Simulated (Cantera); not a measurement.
A closed system holds: 1 mol MgSO4, 0.34 mol CO2, 4.4 mol H2O, at 80000 Pa.

Method: chemical equilibrium by Gibbs-energy minimisation in Cantera with the NASA 1993 tables (ideal gas, pure condensed phases). Candidate condensed phases: C, C6H6, C7H8, C8H18, H2O, H2SO4, Mg, MgCO3, MgO, Mg(OH)2, MgS, MgSO4, S; 130 gas species. Equilibrium is a limit: real reactors are often held back by kinetics, nucleation or transport.

**Question.** At 1725 K, list the 7 most abundant gas species with their mole fractions, and the condensed phases.

**Answer.** H2O 0.705, SO2 0.160, O2 0.0797, CO2 0.0545, OH 0.000946, SO3 0.000558, H2 7.25e-5. Condensed: MgO(s).
